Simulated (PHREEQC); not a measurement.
0.073 g of hydrous ferric oxide (600 m²/g; 0.2 weak and 0.005 strong sites per Fe, Dzombak-Morel constants, diffuse double layer) in 1 kg of water with 0.1 mol/kgw of an inert sodium salt and 0.00015 mol/kgw Na2SeO4, at 25 °C; the pH is set by adding NaOH or the inert anion's acid. Oxygen is held at 0.21 atm. No CO2 enters from the air. Nothing may precipitate in this run.

Base run: PHREEQC, ion-association model, wateq4f.dat. Each further column changes one thing. The table gives surface charge σ (C/m²).

```json
[
 {"pH": "4", "base": "0.144", "background salt from 0.1 to 0.01 mol/kgw": "0.049", "oxide from 0.073 to 0.36 g/kgw": "0.216"},
 {"pH": "5.33", "base": "0.111", "background salt from 0.1 to 0.01 mol/kgw": "0.036", "oxide from 0.073 to 0.36 g/kgw": "0.129"},
 {"pH": "6.67", "base": "0.056", "background salt from 0.1 to 0.01 mol/kgw": "0.019", "oxide from 0.073 to 0.36 g/kgw": "0.057"},
 {"pH": "8", "base": "0.004", "background salt from 0.1 to 0.01 mol/kgw": "0.001", "oxide from 0.073 to 0.36 g/kgw": "0.004"},
 {"pH": "9.33", "base": "-0.051", "background salt from 0.1 to 0.01 mol/kgw": "-0.020", "oxide from 0.073 to 0.36 g/kgw": "-0.051"},
 {"pH": "10.67", "base": "-0.154", "background salt from 0.1 to 0.01 mol/kgw": "-0.076", "oxide from 0.073 to 0.36 g/kgw": "-0.154"},
 {"pH": "12", "base": "-0.307", "background salt from 0.1 to 0.01 mol/kgw": "-0.230", "oxide from 0.073 to 0.36 g/kgw": "-0.307"}
]
```
